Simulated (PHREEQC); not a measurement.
Solution (25 °C): 0.17 mol/kgw CdCl2, 0.061 mol/kgw Na2SO4 and 0.18 mol/kgw H2SO4. Closed to the air; pH follows from the charge balance.

The numbers come from PHREEQC with the ion-association model, phreeqc.dat.

| quantity | before | after |
|---|---|---|
| pH | 0.83 | 0.15 |
| CdCl+ (mol/kgw) | 0.0955 | 0.0991 |
| SO4-2 (mol/kgw) | 0.0428 | 0.0764 |
| SI of Cd(OH)2 (Cd(OH)2) | -14.18 | -15.46 |

### Question
Which change was made?
A. H2SO4 left out
B. H2SO4 from 0.18 to 0.9 mol/kgw
C. diluted 2-fold with water
D. Na2SO4 left out
E. CdCl2 from 0.17 to 0.187 mol/kgw

### Answer
B, H2SO4 from 0.18 to 0.9 mol/kgw

Precipitation was switched off in this run. The ionic strength passes 0.7 mol/kgw, the rough limit of the ion-association models, in after.
